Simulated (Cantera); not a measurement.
A Cantera script and what it prints.

```python
import numpy as np
import cantera as ct

gas_names = """
    NO N TaO2 CO
""".split()
cond_names = """
    TaC(s) TaC(L)
""".split()


# ... load() reads the species with a 1 bar reference pressure and builds the phases ...
species = {s.name: s for s in load("nasa_gas.yaml", gas_names) + load("nasa_condensed.yaml", cond_names)}
# Each term lists the table entries of one substance; the one whose range holds T is used.
reactions = {
    '3 NO(g) + TaC = 3 N(g) + TaO2(g) + CO(g)':
        [(-3, ['NO']), (-1, ['TaC(s)', 'TaC(L)']), (3, ['N']), (1, ['TaO2']), (1, ['CO'])],
}


def pick(names, T):
    return next(species[n] for n in names if species[n].thermo.min_temp <= T <= species[n].thermo.max_temp)


results = []
for label, terms in reactions.items():
    print(label)
    print("     T/K   dH/kJ  dS/(J/K)   dG/kJ   log10 K")
    for T in [1423, 1523, 1623, 1723, 1823, 1923, 2023, 2123, 2223, 2323, 2423]:
        used = [(nu, pick(names, T)) for nu, names in terms]
        dH = sum(nu * s.thermo.h(T) for nu, s in used) / 1e6
        dS = sum(nu * s.thermo.s(T) for nu, s in used) / 1e3
        dG = dH - T * dS / 1e3
        logK = -dG * 1e6 / (ct.gas_constant * T * np.log(10))
        results.append((label, T, dH, dS, dG, logK, [s.name for _, s in used]))
        print(f"{T:8g} {dH:8.1f} {dS:8.1f} {dG:8.1f} {logK:8.2f}")
```

Result:

```
3 NO(g) + TaC = 3 N(g) + TaO2(g) + CO(g)
     T/K   dH/kJ  dS/(J/K)   dG/kJ   log10 K
    1423    977.9    267.8    596.8   -21.90
    1523    977.1    267.3    570.0   -19.55
    1623    976.2    266.8    543.3   -17.49
    1723    975.3    266.2    516.6   -15.66
    1823    974.2    265.6    490.1   -14.04
    1923    973.0    264.9    463.5   -12.59
    2023    971.8    264.3    437.1   -11.29
    2123    970.4    263.6    410.7   -10.10
    2223    968.9    263.0    384.3    -9.03
    2323    967.4    262.3    358.1    -8.05
    2423    965.8    261.6    331.9    -7.15
```

Standard-state values (1 bar) from the NASA 1993 polynomials, evaluated with Cantera. TaC: taken at fixed stoichiometry. Condensed species are held in their standard states even where they would react or evaporate.
